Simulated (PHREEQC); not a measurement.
## Metal-bearing waste water

Solution (25 °C): 0.034 mol/kgw FeCl3, 1.9e-05 mol/kgw H3AsO4, 0.0016 mol/kgw NaH2PO4 and 0.15 mol/kgw NaCl. Closed to the air; pH follows from the charge balance.

The numbers come from PHREEQC with the ion-association model, wateq4f.dat.

Precipitation was switched off in this run.

Task: Estimate the pH.

Result: pH 2.19.

Task: In which forms is Cl present?

Result: Cl- 92 %, FeCl+2 5.5 %, FeCl2+ 2.8 % of the Cl.

Saturation is exceeded, for instance for Strengite, Hematite (slow to form); the values hold only as long as no solid forms. Species that the database lacks are ignored. The database's scorodite may be far more soluble than the real mineral, and it has no iron arsenate complexes; the constant wasn't checked at its source. H3PO4, which wateq4f.dat lacks, is added to it with the constant of phreeqc.dat.
